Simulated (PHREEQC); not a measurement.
Solution (34 °C): 0.0028 mol HF and 0.0024 mol (CH3)4NF per kg of water. Closed to the air; pH follows from the charge balance.

Model: ion-association model, phreeqc.dat, run in PHREEQC.

| quantity | before | after |
|---|---|---|
| pH | 3.32 | 3.46 |
| ionic strength (mol/kgw) | 0.00290 | 0.00277 |
| F- (mol/kgw) | 0.00287 | 0.00274 |
| HF (mol/kgw) | 0.00227 | 0.00240 |
| HF2- (mol/kgw) | 2.66e-5 | 2.88e-5 |

What was changed between the two runs?
(A) temperature from 34 to 15 °C
(B) temperature from 34 to 70 °C
(C) temperature from 34 to 90 °C
(D) (CH3)4NF from 0.0024 to 0.00024 mol/kgw
(E) temperature from 34 to 55 °C

E, temperature from 34 to 55 °C

This is a speciation only: nothing precipitates in the calculation. (CH3)4N+ isn't in the database: it is added as a free cation with an ion size of 4 Å. Away from 25 °C the constants follow the database's enthalpies or fits; those with neither stay at their 25 °C values.
